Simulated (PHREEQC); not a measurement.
# Alkaline etch or developer

Solution (20 °C): 0.027 mol/kgw TMAH, 0.00021 mol/kgw Na2SiO3 and 3.6e-05 mol/kgw K2CO3. Closed to the air; pH follows from the charge balance.

The numbers come from PHREEQC with the ion-association model, phreeqc.dat.

This is a speciation only: nothing precipitates in the calculation.

Predict the pH.

pH 12.53.

In which forms is Si present?

H3SiO4- 80 %, H2SiO4-2 20 % of the Si.

(CH3)4N+ isn't in the database: it is added as a free cation with an ion size of 4 Å.
